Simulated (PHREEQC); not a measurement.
A column of 0.5 m (30 cells, dispersivity 0.04 m, 720 s a shift, diffusion coefficient 3e-10 m²/s) holds 0.12 eq of the database's cation exchanger X per kg of pore water, first in equilibrium with 0.0031 mol/kgw LiCl and 1e-05 mol/kgw HCl. It is flushed with 0.022 mol/kgw ZnCl2, 0.046 mol/kgw NaCl and 1e-05 mol/kgw HCl, at 15 °C. Values are for the last cell. The system is closed to CO2. Precipitation was switched off in this run.

Base run: PHREEQC, ion-association model, phreeqc.dat. Each further column changes one thing. The table gives Na in solution (mol/kgw).

```tsv
pore volumes	base	exchange capacity from 0.12 to 0.06 eq/kgw	dispersivity from 0.04 to 0.08 m
0	0	0	0
0.6833	1.00e-9	2.40e-6	2.67e-6
1.517	0.00875	0.0372	0.0151
2.183	0.0409	0.0524	0.0426
2.85	0.0688	0.0469	0.0637
3.517	0.0538	0.0461	0.0521
4.35	0.0469	0.0460	0.0477
5.017	0.0462	0.0460	0.0467
```
